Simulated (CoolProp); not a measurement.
Saturation properties of carbonyl sulfide (Tc = 105.6 °C, pc = 6369 kPa, ω = 0.098).

Model: reference Helmholtz-energy equation of state, Lemmon 2006, in CoolProp. It is a short technical equation, of lower accuracy than the large ones.

| T (°C) | p (kPa) | liquid cp (kJ/(kg K)) | surface tension (mN/m) |
|---|---|---|---|
| -20.25 | 338.2 | 1.227 | 15.4 |
| -8.45 | 501.5 | 1.254 | 13.4 |
| 3.25 | 715.4 | 1.286 | 11.5 |
| 15.05 | 992.6 | 1.327 | 9.68 |
| 26.75 | 1338 | 1.378 | 7.97 |
| 38.55 | 1767 | 1.446 | 6.34 |
| 50.25 | 2283 | 1.537 | 4.84 |
| 62.05 | 2906 | 1.673 | 3.46 |
| 73.75 | 3638 | 1.894 | 2.23 |

It boils at -50.2 °C under 1 atm.

Surface tension comes from a separate correlation (Mulero 2012).
